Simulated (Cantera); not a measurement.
What does this Cantera script print?

```python
import numpy as np
import cantera as ct

gas = ct.Solution("gri30.yaml")
gas.TPX = 398, 45000, {'CH3OH': 1, 'O2': 1.15, 'N2': 4.34, 'H2O': 0.013}
flame = ct.FreeFlame(gas, width=0.07)
flame.set_refine_criteria(ratio=3, slope=0.08, curve=0.16)
flame.transport_model = "mixture-averaged"
flame.solve(loglevel=0, auto=True)
z, T = flame.grid, flame.T
thick = (T[-1] - T[0]) / np.gradient(T, z).max()
show = ['CH3OH', 'O2', 'C2H6', 'H2O2', 'C2H', 'N2O']
print(f"laminar burning velocity  {flame.velocity[0] * 100:.3f} cm/s")
print(f"burnt temperature         {T[-1]:.1f} K")
print(f"thermal thickness         {thick * 1e3:.4f} mm")
print(f"grid points               {len(z)}")
z0 = z[flame.heat_release_rate.argmax()]
print(f"{'z/mm':>9s}{'T/K':>9s}{'u/(m/s)':>9s}" + "".join(f"{s:>11s}" for s in show))
rows = []
for k in (-3, -2, -1.5, -1, -0.5, -0.25, 0, 0.25, 0.5, 1, 2, 4, 8):
    zz = z0 + k * thick
    rows.append([k * thick, np.interp(zz, z, T), np.interp(zz, z, flame.velocity),
                 *(np.interp(zz, z, flame.X[gas.species_index(s)]) for s in show)])
    print(f"{rows[-1][0] * 1e3:9.3f}{rows[-1][1]:9.1f}{rows[-1][2]:9.3f}" + "".join(f"{x:11.3e}" for x in rows[-1][3:]))
```

It prints:

```
laminar burning velocity  88.620 cm/s
burnt temperature         2141.5 K
thermal thickness         0.5173 mm
grid points               135
     z/mm      T/K  u/(m/s)      CH3OH         O2       C2H6       H2O2        C2H        N2O
   -1.552    398.2    0.889  1.534e-01  1.764e-01  9.542e-12  3.221e-07  1.111e-34  1.958e-13
   -1.035    400.9    0.900  1.525e-01  1.752e-01  3.290e-10  6.168e-06  1.258e-30  6.125e-12
   -0.776    411.3    0.930  1.511e-01  1.733e-01  2.158e-09  2.872e-05  4.489e-28  3.794e-11
   -0.517    482.5    1.109  1.453e-01  1.659e-01  2.541e-08  1.925e-04  3.476e-23  4.070e-10
   -0.259    870.3    2.093  1.088e-01  1.318e-01  3.306e-07  1.155e-03  2.591e-15  4.709e-09
   -0.129   1257.7    3.141  6.112e-02  9.526e-02  8.619e-07  1.699e-03  1.008e-11  1.189e-08
    0.000   1644.5    4.263  1.099e-02  5.708e-02  1.172e-06  2.548e-04  1.410e-09  2.210e-08
    0.129   1785.4    4.672  2.478e-04  3.342e-02  1.532e-07  1.311e-06  5.169e-09  2.246e-08
    0.259   1820.8    4.753  1.210e-06  1.935e-02  2.176e-09  2.193e-07  2.290e-09  2.037e-08
    0.517   1858.1    4.818  1.014e-09  9.141e-03  3.221e-13  2.022e-07  7.663e-11  1.763e-08
    1.035   1898.9    4.892  4.351e-13  5.745e-03  4.148e-19  1.613e-07  7.825e-14  1.519e-08
    2.069   1946.3    4.994  7.954e-16  4.371e-03  1.580e-24  1.208e-07  7.185e-18  1.386e-08
    4.138   2001.9    5.117  6.969e-16  3.052e-03  1.066e-26  8.321e-08  1.969e-21  1.256e-08
```

Computed with Cantera and GRI-Mech 3.0 (53 species, 325 reactions). GRI-Mech 3.0 was tuned for natural gas; its chemistry of methanol as a main component is partial and can be far from experiment. Burning velocities carry a grid error of a few per cent, more on coarse grids.
